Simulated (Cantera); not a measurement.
A freely propagating, adiabatic, planar premixed flame of H2 : O2 : N2 = 1 : 0.794 : 2.98 (molar parts), equivalence ratio 0.63, unburnt at 700 K and 0.987 atm; mixture-averaged transport, grid criteria slope 0.08 and curve 0.16, no radiation.

Model: the H2/O2 subset of GRI-Mech 3.0, which has no nitrogen chemistry, integrated in Cantera. Burning velocities carry a grid error of a few per cent, more on coarse grids. Lean hydrogen flames are cellular in practice and burn faster than this planar one.

Problem. How do the results move with these cheaper or finer settings: unity-Lewis-number transport; multicomponent transport; multicomponent+Soret transport; grid criteria slope 0.5, curve 1; grid criteria slope 0.25, curve 0.5; grid criteria slope 0.03, curve 0.06?

Solution. 
| setting | laminar burning velocity | thermal thickness | peak x(H) | peak x(OH) | grid points |
|---|---|---|---|---|---|
| as above | 693 cm/s | 0.471 mm | 0.0307 | 0.0148 | 130 |
| unity-Lewis-number transport | 503 cm/s | 0.333 mm | 0.0375 | 0.0152 | 121 |
| multicomponent transport | 684 cm/s | 0.467 mm | 0.0305 | 0.0148 | 131 |
| multicomponent+Soret transport | 648 cm/s | 0.464 mm | 0.0294 | 0.0147 | 131 |
| grid criteria slope 0.5, curve 1 | 999 cm/s | 0.649 mm | 0.0339 | 0.0148 | 41 |
| grid criteria slope 0.25, curve 0.5 | 788 cm/s | 0.532 mm | 0.0320 | 0.0148 | 60 |
| grid criteria slope 0.03, curve 0.06 | 674 cm/s | 0.460 mm | 0.0303 | 0.0148 | 283 |
Unity Lewis numbers drop preferential diffusion, which matters most where H2 and H carry the flame; Soret adds thermal diffusion.
